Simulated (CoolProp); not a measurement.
Acetone along the isobar 0.101 MPa: density (kg/m³) from the reference equation and from simpler models built on Tc = 235.0 °C, pc = 4.692 MPa, ω = 0.307; each cubic takes its own stable root.

Computed with CoolProp (reference Helmholtz-energy equation of state, Lemmon 2006). It is a short technical equation, of lower accuracy than the large ones.

```json
[
 {"T (°C)": "-21.95", "phase": "liquid", "reference": "835.7"},
 {"T (°C)": "-7.25", "phase": "liquid", "reference": "820.0"},
 {"T (°C)": "7.45", "phase": "liquid", "reference": "804.1"},
 {"T (°C)": "22.25", "phase": "liquid", "reference": "787.8"},
 {"T (°C)": "36.95", "phase": "liquid", "reference": "771.2"},
 {"T (°C)": "51.65", "phase": "liquid", "reference": "754.2"},
 {"T (°C)": "66.35", "phase": "gas", "reference": "2.174"},
 {"T (°C)": "81.05", "phase": "gas", "reference": "2.066"}
]
```

Q: How far does each simpler model (van der Waals, Peng-Robinson) lie from the reference over these 8 states: mean and median of the absolute difference, and the worst?

A: 
- van der Waals: mean 75.4 %, median 99.7 %, worst -99.7 % at 51.65 °C and 0.101 MPa
- Peng-Robinson: mean 9.5 %, median 11.8 %, worst -13.0 % at -21.95 °C and 0.101 MPa

At some of these states van der Waals gives the other phase, because its saturation line lies elsewhere.
